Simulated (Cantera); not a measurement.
A Cantera script and its output.

```python
import numpy as np
import cantera as ct

gas = ct.Solution("gri30.yaml")
gas.TPX = 1473, 2100, {'H2': 0.0082, 'O2': 1}
inlet = ct.Reservoir(gas, clone=True)

reactor = ct.IdealGasConstPressureReactor(gas, energy="off", clone=False)
exhaust = ct.Reservoir(gas, clone=True)
tau = [25, 7.9, 2.5, 0.81, 0.26, 0.082, 0.026, 0.0083, 0.0026][0]
for a, b in ((inlet, reactor), (reactor, exhaust)):
    ct.MassFlowController(a, b, mdot=lambda t: reactor.mass / tau)
net = ct.ReactorNet([reactor])
show = ['H2', 'O2', 'OH', 'O', 'H2O', 'H2O2', 'H']

rows = []
print(f"{'tau/s':>10s}{'T/K':>9s}" + "".join(f"{s:>11s}" for s in show))
for tau in [25, 7.9, 2.5, 0.81, 0.26, 0.082, 0.026, 0.0083, 0.0026]:
    net.initial_time = 0.0
    net.advance(30 * tau)
    before = gas.X
    net.advance(40 * tau)
    drift = np.max(np.abs(gas.X - before) / (gas.X + 1e-9))
    rows.append([gas.T, *gas[show].X, drift])
    print(f"{tau:10.3e}{gas.T:9.1f}" + "".join(f"{x:11.3e}" for x in gas[show].X))
```

Output:

```
     tau/s      T/K         H2         O2         OH          O        H2O       H2O2          H
 2.500e+01   1473.0  2.420e-06  9.913e-01  2.880e-04  3.489e-04  8.017e-03  1.674e-09  1.831e-06
 7.900e+00   1473.0  4.838e-06  9.909e-01  4.133e-04  7.237e-04  7.948e-03  2.701e-09  5.454e-06
 2.500e+00   1473.0  9.435e-06  9.901e-01  5.812e-04  1.443e-03  7.852e-03  4.072e-09  1.530e-05
 8.100e-01   1473.0  1.761e-05  9.888e-01  7.810e-04  2.627e-03  7.727e-03  5.619e-09  3.752e-05
 2.600e-01   1473.0  3.231e-05  9.871e-01  9.884e-04  4.209e-03  7.582e-03  7.101e-09  7.630e-05
 8.200e-02   1473.0  6.252e-05  9.856e-01  1.164e-03  5.661e-03  7.435e-03  8.306e-09  1.215e-04
 2.600e-02   1473.0  1.397e-04  9.847e-01  1.311e-03  6.428e-03  7.262e-03  9.456e-09  1.573e-04
 8.300e-03   1473.0  3.594e-04  9.845e-01  1.508e-03  6.481e-03  6.927e-03  1.131e-08  1.881e-04
 2.600e-03   1473.0  9.924e-04  9.850e-01  1.810e-03  5.814e-03  6.126e-03  1.445e-08  2.194e-04
```

Detailed kinetics in Cantera: GRI-Mech 3.0 (53 species, 325 reactions). Radical loss at walls, strong at low pressure, is not modelled.
